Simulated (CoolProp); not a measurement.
Saturated liquid density (kg/m³) of propane: the reference equation beside estimates from Tc = 369.9 K, pc = 4.251 MPa, ω = 0.152. Rackett uses Z = 0.29056 − 0.08775 ω.

Model: reference Helmholtz-energy equation of state, Lemmon 2009, in CoolProp.

```json
[
 {"T (K)": "253.1", "reference": "554.5", "Rackett": "553.4", "van der Waals": "352.6", "Redlich-Kwong": "512.7", "Peng-Robinson": "591.7"},
 {"T (K)": "256.2", "reference": "550.6", "Rackett": "549.5", "van der Waals": "350.1", "Redlich-Kwong": "508.3", "Peng-Robinson": "587.1"},
 {"T (K)": "259.2", "reference": "546.9", "Rackett": "545.6", "van der Waals": "347.7", "Redlich-Kwong": "504.0", "Peng-Robinson": "582.5"},
 {"T (K)": "262.3", "reference": "542.9", "Rackett": "541.6", "van der Waals": "345.1", "Redlich-Kwong": "499.4", "Peng-Robinson": "577.7"},
 {"T (K)": "265.4", "reference": "538.9", "Rackett": "537.6", "van der Waals": "342.5", "Redlich-Kwong": "494.8", "Peng-Robinson": "572.8"},
 {"T (K)": "268.4", "reference": "534.9", "Rackett": "533.6", "van der Waals": "339.9", "Redlich-Kwong": "490.2", "Peng-Robinson": "567.9"},
 {"T (K)": "271.5", "reference": "530.8", "Rackett": "529.5", "van der Waals": "337.2", "Redlich-Kwong": "485.4", "Peng-Robinson": "562.8"},
 {"T (K)": "274.5", "reference": "526.8", "Rackett": "525.4", "van der Waals": "334.6", "Redlich-Kwong": "480.7", "Peng-Robinson": "557.6"},
 {"T (K)": "277.6", "reference": "522.5", "Rackett": "521.1", "van der Waals": "331.8", "Redlich-Kwong": "475.6", "Peng-Robinson": "552.2"},
 {"T (K)": "280.6", "reference": "518.3", "Rackett": "516.9", "van der Waals": "329.1", "Redlich-Kwong": "470.7", "Peng-Robinson": "546.9"},
 {"T (K)": "283.7", "reference": "513.9", "Rackett": "512.5", "van der Waals": "326.2", "Redlich-Kwong": "465.5", "Peng-Robinson": "541.2"},
 {"T (K)": "286.7", "reference": "509.6", "Rackett": "508.1", "van der Waals": "323.3", "Redlich-Kwong": "460.4", "Peng-Robinson": "535.5"},
 {"T (K)": "289.8", "reference": "505.1", "Rackett": "503.6", "van der Waals": "320.3", "Redlich-Kwong": "455.0", "Peng-Robinson": "529.5"}
]
```

Absolute difference from the reference over all 13 rows, mean and median: Rackett 0.3 and 0.2 %, van der Waals 36.5 and 36.5 %, Redlich-Kwong 8.6 and 8.6 %, Peng-Robinson 5.9 and 6.0 %.
